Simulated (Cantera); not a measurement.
Charge: 1 mol TiO₂, 5.7 mol C, 0.62 mol H₂, held at 1.33 mbar.

Cantera equilibrium calculation (NASA polynomials, part measured and part estimated; ideal gas, pure solids and liquids). Candidate condensed phases: C, C₆H₆, C₇H₈, C₈H₁₈, H₂O, Ti, TiC, TiO, TiO₂, Ti₂O₃, Ti₃O₅, Ti₄O₇; 113 gas species. TiC: taken at fixed stoichiometry. The numbers say what is thermodynamically allowed, not how fast it happens. All values below are at 2300 K.

Base state: CO 0.722, H₂ 0.169, H 0.109, C₂H₂ (acetylene) 0.000729, Ti 8.82e-5, C₂H 2.12e-5, C₃ 1.25e-5 (mole fractions); condensed: C(graphite) + TiC(s).

### Question
What changes in the equilibrium state with this change: TiO₂ replaced by MgO?

### Answer
```json
[
 {"species": "CO", "before": "0.722", "after": "0.361"},
 {"species": "Mg", "before": "0", "after": "0.361"},
 {"species": "H₂", "before": "0.169", "after": "0.169"},
 {"species": "MgH", "before": "0", "after": "9.87e-5"},
 {"species": "H", "before": "0.109", "after": "0.109"},
 {"species": "Ti", "before": "8.82e-5", "after": "0"},
 {"species": "C₂H₂ (acetylene)", "before": "0.000729", "after": "0.000728"},
 {"species": "C₂H", "before": "2.12e-5", "after": "2.12e-5"},
 {"species": "C(graphite), mol", "before": "2.70", "after": "4.70"},
 {"species": "TiC(s), mol", "before": "1.000", "after": "0"}
]
```
The tables' values for MgH are old estimates; treat these amounts as uncertain. Further candidate phases: Mg, MgCO₃, MgO, Mg(OH)₂.
